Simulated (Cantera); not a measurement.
Input (Python, Cantera) and output of one run.

```python
import numpy as np
import cantera as ct

gas_names = """
    AL ALBr ALBr3 ALH ALN ALO ALOH ALO2 ALO2H AL2 AL2Br6 AL2O AL2O2 Br Br2 H HALO HBr HNO HNO2 HNO3 HO2
    H2 H2O H2O2 N NH NH2 NH3 NH2OH NO NO2 NO3 N2 N2H2 N2H4 N2O O OH O2 O3
""".split()
cond_names = """
    AL(cr) AL(L) ALBr3(s) ALBr3(L) ALN(s) AL2O3(a) AL2O3(L) Br2(cr) Br2(L) H2O(s) H2O(L)
""".split()


# ... load() reads the species with a 1 bar reference pressure and builds the phases ...
atoms = {
    'AlBr3': {'AL': 1, 'Br': 3},
    'NH3': {'N': 1, 'H': 3},
    'H2': {'H': 2},
    'N2O': {'N': 2, 'O': 1},
}
top_T = {'ALN(s)': 2750}  # K; cautious upper limits of use, not melting points


# ... equilibrate(T, P, feed) seeds the gas with the atoms and calls Mixture.equilibrate('TP', solver="vcs", rtol=1e-11, max_steps=5000) ...
results = []
feed = {'AlBr3': 1, 'NH3': 3.3, 'H2': 2.6, 'N2O': 29}  # mol
T = 1973.15  # K
P = 22  # Pa
mix = equilibrate(T, P, feed)
results.append((T, P, feed, dict(zip(mix.species_names, mix.species_moles))))
x = sorted(zip(gas.X, gas.species_names), reverse=True)
print(f"T = {T:g} K  P = {P:g} Pa  gas = {mix.phase_moles(0):.4g} mol")
print("   x: " + "  ".join(f"{s} {v:.3e}" for v, s in x if v > 1e-06))
print("   condensed (mol): " + ("  ".join(f"{mix.phase(i).name} {mix.phase_moles(i):.4g}"
      for i in range(1, mix.n_phases) if mix.phase_moles(i) > 1e-12) or "none"))
```

It prints:

```
T = 1973.15 K  P = 22 Pa  gas = 52.14 mol
   x: N2 5.850e-01  O2 1.810e-01  H2O 1.280e-01  Br 5.589e-02  OH 1.604e-02  O 1.558e-02  H 6.287e-03  NO 5.686e-03  H2 4.766e-03  HBr 1.649e-03  ALO2H 4.664e-06
   condensed (mol): AL2O3(a) 0.4999
```

Cantera equilibrium calculation (NASA polynomials, part measured and part estimated; ideal gas, pure solids and liquids).
